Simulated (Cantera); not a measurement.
What does this Cantera script print?

```python
import numpy as np
import cantera as ct

gas_names = """
    CL CL2 Si SiCL SiCL2 SiCL3 SiCL4 Si2 Si3
""".split()
cond_names = """
    Si(cr) Si(L)
""".split()


# ... load() reads the species with a 1 bar reference pressure and builds the phases ...
atoms = {
    'Si': {'Si': 1},
    'Cl2': {'CL': 2},
}
top_T = {}  # K; cautious upper limits of use, not melting points


# ... equilibrate(T, P, feed) seeds the gas with the atoms and calls Mixture.equilibrate('TP', solver="vcs", rtol=1e-11, max_steps=5000) ...
results = []
feed = {'Si': 1, 'Cl2': 1.9}  # mol
T = 600  # K
P = 9.3  # Pa
mix = equilibrate(T, P, feed)
results.append((T, P, feed, dict(zip(mix.species_names, mix.species_moles))))
print(gas.report(threshold=0.001))
for i in range(1, mix.n_phases):
    print(f"{mix.phase(i).name:16s} {mix.phase_moles(i):12.5e} mol")
```

Result:

```
       temperature   600 K
          pressure   9.3 Pa
           density   0.0003167 kg/m^3
  mean mol. weight   169.88 kg/kmol
   phase of matter   gas

                          1 kg             1 kmol
                     ---------------   ---------------
          enthalpy       -3.7271e+06       -6.3317e+08  J
   internal energy       -3.7564e+06       -6.3816e+08  J
           entropy              2803        4.7618e+05  J/K
    Gibbs function       -5.4088e+06       -9.1888e+08  J
 heat capacity c_p            604.39        1.0268e+05  J/K
 heat capacity c_v            555.45             94362  J/K

                      mass frac. Y      mole frac. X     chem. pot. / RT
                     ---------------   ---------------   ---------------
             SiCL4           0.99999           0.99999           -184.19
     [   +8 minor]        1.0154e-05        1.2891e-05

Si(cr)            4.99969e-02 mol
```

These are equilibrium values from Cantera (NASA tables, ideal gas, pure condensed phases), not measurements of a reactor. The tables' values for SiCl3 are old estimates; treat these amounts as uncertain.
